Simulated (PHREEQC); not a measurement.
Dissolve 160 mmol/kgw K2CO3 and 1.5 mmol/kgw H3BO3 at 20 °C. Closed to the air; pH follows from the charge balance.

Computed with PHREEQC (ion-association model, phreeqc.dat).

Each row changes one thing in this solution. Precipitation was switched off in this run.

| case | pH | ionic strength (mol/kgw) | CO3-2 (mol/kgw) | HCO3- (mol/kgw) | H3BO3 (mol/kgw) | CO2 (mol/kgw) |
|---|---|---|---|---|---|---|
| as made | 11.45 | 0.475 | 0.155 | 0.00447 | 6.70e-6 | 2.42e-8 |
| diluted 100-fold with water | 10.74 | 0.00438 | 0.00118 | 0.000417 | 4.71e-7 | 1.71e-8 |
| H3BO3 from 0.0015 to 0.00165 mol/kgw | 11.44 | 0.475 | 0.155 | 0.00455 | 7.52e-6 | 2.52e-8 |
| K2CO3 from 0.16 to 0.016 mol/kgw | 10.94 | 0.0458 | 0.0138 | 0.00220 | 2.65e-5 | 5.05e-8 |
| K2CO3 from 0.16 to 0.08 mol/kgw | 11.32 | 0.236 | 0.0765 | 0.00352 | 9.65e-6 | 2.87e-8 |
| 0.059 mol/kgw NaOH added | 12.73 | 0.502 | 0.141 | 0.000207 | 3.47e-7 | 5.76e-11 |

Complexes and solids missing from the database can't appear.
